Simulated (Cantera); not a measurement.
A perfectly stirred reactor is fed with H₂ : O₂ : N₂ = 1.7 : 1 : 2.8 (molar parts), at 19000 Pa; it is held at 1275 K, and followed from long to short residence time.

Computed with Cantera and GRI-Mech 3.0 (53 species, 325 reactions). The temperature is held fixed by assumption; the heat of reaction is taken as removed at once.

Problem. Predict: x(H₂) at τ = 0.350 s; x(O₂) at τ = 0.350 s; x(O) at τ = 0.350 s; x(HO₂) at τ = 0.350 s; x(NO) at τ = 0.350 s; x(H₂) at τ = 29.0 ms; x(O₂) at τ = 29.0 ms; x(O) at τ = 29.0 ms; x(HO₂) at τ = 29.0 ms; x(NO) at τ = 29.0 ms.

Solution. 
```
Property                 Result
---------------------  --------
x(H₂) at τ = 0.350 s    0.00136
x(O₂) at τ = 0.350 s     0.0327
x(O) at τ = 0.350 s    0.000181
x(HO₂) at τ = 0.350 s   6.17e-6
x(NO) at τ = 0.350 s    6.28e-7
x(H₂) at τ = 29.0 ms    0.00641
x(O₂) at τ = 29.0 ms     0.0349
x(O) at τ = 29.0 ms    0.000948
x(HO₂) at τ = 29.0 ms   1.03e-5
x(NO) at τ = 29.0 ms    2.16e-6
```
